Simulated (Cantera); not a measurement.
Input: 1 mol LiOH, 0.12 mol H2O, held at 133 Pa.

Cantera equilibrium calculation (NASA polynomials, part measured and part estimated; ideal gas, pure solids and liquids). Candidate condensed phases: H2O, Li, LiH, LiOH, Li2O; 17 gas species. Rates play no part.

Question: What share of the Li ends up in condensed phases as a function of T (K), at 1323, 1473, 1623, 1773, 1923, 2073, 2223?

Answer: 
```tsv
T (K)	Li condensed (%)	as
1323	92.2	Li2O(s)
1473	61.5	Li2O(s)
1623	0.0	-
1773	0.0	-
1923	0.0	-
2073	0.0	-
2223	0.0	-
```
